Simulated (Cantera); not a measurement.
Adiabatic ignition

An adiabatic, constant-pressure homogeneous reactor starts with CO : H2 : CH4 : O2 : N2 = 1 : 0.16 : 0.15 : 0.463 : 1.74 (molar parts), at 1125 K and 0.370 bar.

Detailed kinetics in Cantera: GRI-Mech 3.0 (53 species, 325 reactions).

```tsv
t (s)	T (K)	x CO	x H2	x CH4	x C2H6	x C2H	x CH3
2.00e-6	1125	0.285	0.0455	0.0427	<1e-12	<1e-12	1.07e-10
7.29e-6	1125	0.285	0.0455	0.0427	<1e-12	<1e-12	9.88e-10
2.65e-5	1125	0.285	0.0455	0.0427	<1e-12	<1e-12	9.25e-9
9.67e-5	1125	0.285	0.0455	0.0427	2.74e-12	<1e-12	7.81e-8
0.000352	1125	0.285	0.0455	0.0427	1.84e-9	<1e-12	1.31e-6
0.00128	1131	0.284	0.0454	0.0419	0.000204	<1e-12	0.000207
0.00468	2354	0.223	0.0305	<1e-12	<1e-12	<1e-12	<1e-12
0.0170	2546	0.221	0.0294	<1e-12	<1e-12	<1e-12	<1e-12
0.0620	2544	0.222	0.0295	<1e-12	<1e-12	<1e-12	<1e-12
0.226	2544	0.222	0.0295	<1e-12	<1e-12	<1e-12	<1e-12
0.823	2544	0.222	0.0295	<1e-12	<1e-12	<1e-12	<1e-12
3.00	2544	0.222	0.0295	<1e-12	<1e-12	<1e-12	<1e-12
```
x: mole fraction; the columns are a selection and need not sum to one.

The time of steepest temperature rise is 3.32 ms and the temperature at 3.00 s is 2544 K. The equilibrium temperature comes out as 2544 K and the x(CO) at 3.00 s is 0.222 (gas-phase equilibrium 0.222). The x(H2) at 3.00 s is 0.0295 (gas-phase equilibrium 0.0295) and the x(CH4) at 3.00 s is <1e-12 (gas-phase equilibrium <1e-12).
